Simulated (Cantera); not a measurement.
Feed: 1 mol Fe2O3, 0.78 mol C, 1.6 mol H2, 4.1 mol CO, held at 2425 K and 22.0 Pa.

These are equilibrium values from Cantera (NASA tables, ideal gas, pure condensed phases), not measurements of a reactor. Candidate condensed phases: C, C6H6, C7H8, C8H18, Fe, Fe(CO)5, FeO, Fe(OH)2, Fe(OH)3, Fe2O3, Fe3O4, H2O; 114 gas species. Kinetics and transport are ignored.

Base state: CO 0.414, H 0.196, Fe 0.180, O 0.0934, CO2 0.0351, H2 0.0264, O2 0.0196, OH 0.0189 (mole fractions); condensed: gas only.

### Question
What changes in the equilibrium state with this change: temperature from 2425 K to 925 K?

### Answer
```json
[
 {"species": "CO", "before": "0.414", "after": "0.582"},
 {"species": "H2", "before": "0.0264", "after": "0.216"},
 {"species": "CO2", "before": "0.0351", "after": "0.171"},
 {"species": "H", "before": "0.196", "after": "8.15e-9"},
 {"species": "Fe", "before": "0.180", "after": "<1e-9"},
 {"species": "O", "before": "0.0934", "after": "<1e-9"},
 {"species": "O2", "before": "0.0196", "after": "<1e-9"},
 {"species": "OH", "before": "0.0189", "after": "<1e-9"},
 {"species": "H2O", "before": "0.0134", "after": "0.0314"},
 {"species": "FeO", "before": "0.00419", "after": "<1e-9"},
 {"species": "Fe(α), mol", "before": "0", "after": "1.09"},
 {"species": "FeO(s), mol", "before": "0", "after": "0.906"}
]
```
The tables' stoichiometric FeO is somewhat more stable than real wüstite, so its field is too wide. FeO: taken at fixed stoichiometry.

### Question
What changes in the equilibrium state with this change: Fe2O3 replaced by Fe3O4?

### Answer
| species | before | after |
|---|---|---|
| CO | 0.414 | 0.352 |
| Fe | 0.180 | 0.233 |
| H | 0.196 | 0.170 |
| O2 | 0.0196 | 0.0310 |
| H2 | 0.0264 | 0.0198 |
| O | 0.0934 | 0.117 |
| OH | 0.0189 | 0.0206 |
| CO2 | 0.0351 | 0.0375 |
| H2O | 0.0134 | 0.0126 |
| FeO | 0.00419 | 0.00682 |
